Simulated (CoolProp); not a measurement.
Values from CoolProp's reference Helmholtz-energy equation of state, Gedanitz 2015.

### Question
For cyclopentane, give the phase and the cp (kJ/(kg K)), cv (kJ/(kg K)) at 434.9 K and 57.5 kPa.

### Answer
- 434.9 K and 57.5 kPa: gas; cp 1.87, cv 1.74
